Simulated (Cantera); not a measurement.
Feed: 1 mol Si2Cl6, a varied amount of H2, held at 1200 K and 70000 Pa.

Points: n(H2) (mol) = 35, 46, 60, 78, 100, 130, 170, 220.

Cantera's Mixture.equilibrate('TP', solver="vcs", rtol=1e-11, max_steps=5000) on the NASA tables stopped like this:

```
T = 1200 K  P = 70000 Pa  n(H2) = 35 mol  gas = 36.74 mol
   x: H2 9.275e-01  HCL 3.399e-02  SiCL4 1.821e-02  SiHCL3 1.351e-02  SiCL2 2.941e-03  SiCL3 2.471e-03  SiH2CL2 1.313e-03  SiH3CL 3.492e-05
   condensed (mol): Si(cr) 0.5863
ERROR: FAILURE its = 5001!

*******************************************************************************
CanteraError thrown by MultiPhase::equilibrate:
VCS solver failed. Return code: -1
*******************************************************************************
```

Problem. What got this run through?

Solution. This is not unique; one that fits is The failure is numerical, not chemical. The same input converged with solver="gibbs", rtol=1e-10, max_steps=50000, and the result passed a check of the equilibrium conditions:
```
T = 1200 K  P = 70000 Pa  n(H2) = 35 mol  gas = 36.74 mol
   x: H2 9.275e-01  HCL 3.399e-02  SiCL4 1.821e-02  SiHCL3 1.351e-02  SiCL2 2.941e-03  SiCL3 2.471e-03  SiH2CL2 1.313e-03  SiH3CL 3.492e-05
   condensed (mol): Si(cr) 0.5863
T = 1200 K  P = 70000 Pa  n(H2) = 46 mol  gas = 47.8 mol
   x: H2 9.403e-01  HCL 3.123e-02  SiCL4 1.262e-02  SiHCL3 1.034e-02  SiCL2 2.448e-03  SiCL3 1.877e-03  SiH2CL2 1.109e-03  SiH3CL 3.253e-05
   condensed (mol): Si(cr) 0.641
T = 1200 K  P = 70000 Pa  n(H2) = 60 mol  gas = 61.88 mol
   x: H2 9.505e-01  HCL 2.858e-02  SiCL4 8.667e-03  SiHCL3 7.841e-03  SiCL2 2.029e-03  SiCL3 1.416e-03  SiH2CL2 9.287e-04  SiH3CL 3.009e-05
   condensed (mol): Si(cr) 0.706
T = 1200 K  P = 70000 Pa  n(H2) = 78 mol  gas = 79.96 mol
   x: H2 9.588e-01  HCL 2.601e-02  SiHCL3 5.861e-03  SiCL4 5.846e-03  SiCL2 1.666e-03  SiCL3 1.054e-03  SiH2CL2 7.693e-04  SiH3CL 2.763e-05
   condensed (mol): Si(cr) 0.7827
T = 1200 K  P = 70000 Pa  n(H2) = 100 mol  gas = 102 mol
   x: H2 9.653e-01  HCL 2.363e-02  SiHCL3 4.363e-03  SiCL4 3.926e-03  SiCL2 1.366e-03  SiCL3 7.819e-04  SiH2CL2 6.347e-04  SiH3CL 2.527e-05
   condensed (mol): Si(cr) 0.8676
T = 1200 K  P = 70000 Pa  n(H2) = 130 mol  gas = 132.2 mol
   x: H2 9.710e-01  HCL 2.117e-02  SiHCL3 3.118e-03  SiCL4 2.498e-03  SiCL2 1.089e-03  SiCL3 5.570e-04  SiH2CL2 5.093e-04  SiH3CL 2.277e-05
   condensed (mol): Si(cr) 0.97
T = 1200 K  P = 70000 Pa  n(H2) = 170 mol  gas = 172.3 mol
   x: H2 9.760e-01  HCL 1.871e-02  SiHCL3 2.142e-03  SiCL4 1.510e-03  SiCL2 8.467e-04  SiH2CL2 3.979e-04  SiCL3 3.817e-04  SiH3CL 2.023e-05
   condensed (mol): Si(cr) 1.087
T = 1200 K  P = 70000 Pa  n(H2) = 220 mol  gas = 222.4 mol
   x: H2 9.800e-01  HCL 1.641e-02  SiHCL3 1.440e-03  SiCL4 8.869e-04  SiCL2 6.490e-04  SiH2CL2 3.063e-04  SiCL3 2.562e-04  SiH3CL 1.782e-05
   condensed (mol): Si(cr) 1.209
```

The gas is ideal and each condensed phase is pure. The feed counts by its element totals alone. The tables' values for SiCl3 are old estimates; treat these amounts as uncertain.
